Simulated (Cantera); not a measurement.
A perfectly stirred reactor is fed with H₂ : O₂ = 0.037 : 1 (molar parts), at 1330 Pa; it is held at 1325 K, and followed from long to short residence time.

Cantera simulation using the H2/O2 subset of GRI-Mech 3.0, which has no nitrogen chemistry; the numbers are that mechanism's predictions, not measurements. Radical loss at walls, strong at low pressure, is not modelled. The temperature is held fixed by assumption; the heat of reaction is taken as removed at once.

**Question.** What does this change do: pressure from 1330 Pa to 2670 Pa?

**Answer.** 
```tsv
quantity	before	after
x(H₂) at τ = 0.960 s	0.000117	6.66e-5
x(O₂) at τ = 0.960 s	0.958	0.961
x(OH) at τ = 0.960 s	0.00158	0.00103
x(H₂O₂) at τ = 0.960 s	3.22e-8	4.47e-8
x(O) at τ = 0.960 s	0.00454	0.00192
x(H₂) at τ = 12.0 ms	0.00118	0.000800
x(O₂) at τ = 12.0 ms	0.938	0.944
x(OH) at τ = 12.0 ms	0.00394	0.00334
x(H₂O₂) at τ = 12.0 ms	5.89e-8	1.04e-7
x(O) at τ = 12.0 ms	0.0229	0.0177
```

**Question.** What does this change do: H2 0.037 to 0.34 parts?

**Answer.** 
```json
[
 {"quantity": "x(H₂) at τ = 0.960 s", "before": "0.000117", "after": "0.000995"},
 {"quantity": "x(O₂) at τ = 0.960 s", "before": "0.958", "after": "0.704"},
 {"quantity": "x(OH) at τ = 0.960 s", "before": "0.00158", "after": "0.00432"},
 {"quantity": "x(H₂O₂) at τ = 0.960 s", "before": "3.22e-8", "after": "2.20e-7"},
 {"quantity": "x(O) at τ = 0.960 s", "before": "0.00454", "after": "0.00425"},
 {"quantity": "x(H₂) at τ = 12.0 ms", "before": "0.00118", "after": "0.0120"},
 {"quantity": "x(O₂) at τ = 12.0 ms", "before": "0.938", "after": "0.647"},
 {"quantity": "x(OH) at τ = 12.0 ms", "before": "0.00394", "after": "0.0146"},
 {"quantity": "x(H₂O₂) at τ = 12.0 ms", "before": "5.89e-8", "after": "3.81e-7"},
 {"quantity": "x(O) at τ = 12.0 ms", "before": "0.0229", "after": "0.0545"}
]
```
